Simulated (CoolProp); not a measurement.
Vapour pressure (kPa) of hydrogen chloride: the reference equation beside estimates from Tc = 324.7 K, pc = 8314 kPa, ω = 0.130. Clausius-Clapeyron is anchored at 251.2 K with a constant enthalpy of vaporisation of 13.01 kJ/mol.

The numbers come from the reference Helmholtz-energy equation of state, Thol 2018 in CoolProp.

```csv
T (K),reference,Clausius-Clapeyron,van der Waals,Redlich-Kwong,Soave-Redlich-Kwong
247.3,1233,1262,2530,1427,1248
251.2,1392,1392,2725,1604,1412
255.2,1571,1535,2936,1801,1597
259.1,1761,1683,3151,2009,1793
263,1968,1841,3375,2233,2006
266.9,2192,2008,3610,2473,2237
270.8,2434,2185,3854,2730,2486
274.7,2696,2372,4108,3005,2755
```

Absolute difference from the reference over all 8 rows, mean and median: Clausius-Clapeyron 5.8 and 5.4 %, van der Waals 76.7 and 75.2 %, Redlich-Kwong 13.7 and 13.8 %, Soave-Redlich-Kwong 1.8 and 1.9 %.
